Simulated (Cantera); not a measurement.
An isothermal, constant-pressure homogeneous reactor starts with 15.7 % H2, 28.1 % O2, 56.2 % N2, equivalence ratio 0.28, at 1300 K and 0.829 atm.

Computed with Cantera and the H2/O2 subset of GRI-Mech 3.0, which has no nitrogen chemistry. The temperature is held fixed by assumption; the heat of reaction is taken as removed at once.

One state of this run: x H2 = 7.72e-8; x O2 = 0.220; x O = 2.26e-7; x OH = 2.30e-5; x H = 7.47e-10; x H2O = 0.171. x: mole fraction; the columns are a selection and need not sum to one.

**Question.** Which value of t (s) does it belong to?
A. 0.0285
B. 0.00285
C. 0.00900
D. 9.00e-6

**Answer.** A, 0.0285
